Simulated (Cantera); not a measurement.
Thermodynamics of silicon etching in halogen gases, feed Si + Br2 + H2

A closed system holds: 1 mol Si, a varied amount of Br2, 0.21 mol H2, equilibrated at 898.15 K and 0.563 Torr.

These are equilibrium values from Cantera (NASA tables, ideal gas, pure condensed phases), not measurements of a reactor. Candidate condensed phases: Br2, Si; 19 gas species. The tables' values for SiBr3 are old estimates; treat these amounts as uncertain. The numbers say what is thermodynamically allowed, not how fast it happens.

| n(Br2) (mol) | log p SiBr4 | log p Br2 | log p H2 | log p HBr | log p Br | n Si(s) |
|---|---|---|---|---|---|---|
| 0.73 | -3.34 | -12.21 | -3.61 | -4.41 | -8.93 | 0.639 |
| 1.3 | -3.26 | -12.17 | -3.79 | -4.49 | -8.91 | 0.355 |
| 1.9 | -3.23 | -12.15 | -3.93 | -4.55 | -8.90 | 0.0544 |
| 2.5 | -3.36 | -3.93 | -10.53 | -3.74 | -4.79 | 0 |
| 3.1 | -3.50 | -3.57 | -11.16 | -3.87 | -4.60 | 0 |
| 3.7 | -3.60 | -3.44 | -11.49 | -3.97 | -4.54 | 0 |
| 4.3 | -3.68 | -3.37 | -11.72 | -4.06 | -4.51 | 0 |
| 4.9 | -3.75 | -3.33 | -11.90 | -4.13 | -4.49 | 0 |
log p: log10 of the partial pressure in bar; n: condensed amount in mol.

From 0.73 mol Br2 to 1.9 mol Br2 the condensed part is Si(s). From 2.5 mol Br2 to 4.9 mol Br2 nothing is condensed. The main Si-bearing gas is SiBr4 throughout.
